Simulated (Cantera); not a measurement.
A perfectly stirred reactor is fed with CH₄ : N₂ = 1 : 59 (molar parts), at 2500 Pa; it is held at 1700 K, and followed from long to short residence time.

Detailed kinetics in Cantera: GRI-Mech 3.0 (53 species, 325 reactions). GRI-Mech 3.0 stops at C3 and has no aromatics, soot or wall deposition, so with more carbon than oxygen in the feed, carbon stays in small species such as C2H2 where larger ones or solid carbon would form. Radical loss at walls, strong at low pressure, is not modelled.

x: mole fraction; the columns are a selection and need not sum to one.

```tsv
τ (s)	x CH₄	x C₂H₄	x H₂	x H	x CH₃
24	0.000615	3.45e-6	0.0236	9.19e-5	4.80e-5
5.9	0.00154	1.53e-5	0.0222	7.05e-5	9.66e-5
1.5	?	?	?	?	?
0.36	?	?	?	?	?
0.090	0.0132	0.000394	0.00437	9.57e-6	0.000378
0.023	0.0163	6.24e-5	0.000319	1.13e-6	0.000191
0.0056	0.0166	1.34e-6	2.76e-5	3.69e-7	4.91e-5
0.0014	0.0167	2.18e-8	5.95e-6	3.16e-7	1.21e-5
0.00035	0.0167	2.92e-10	1.28e-6	2.73e-7	2.84e-6
```

**Question.** Complete the blanks.

**Answer.** 
- 1.5, x CH₄: 0.00362
- 1.5, x C₂H₄: 6.40e-5
- 1.5, x H₂: 0.0190
- 1.5, x H: 4.97e-5
- 1.5, x CH₃: 0.000182
- 0.36, x CH₄: 0.00775
- 0.36, x C₂H₄: 0.000231
- 0.36, x H₂: 0.0126
- 0.36, x H: 2.85e-5
- 0.36, x CH₃: 0.000310
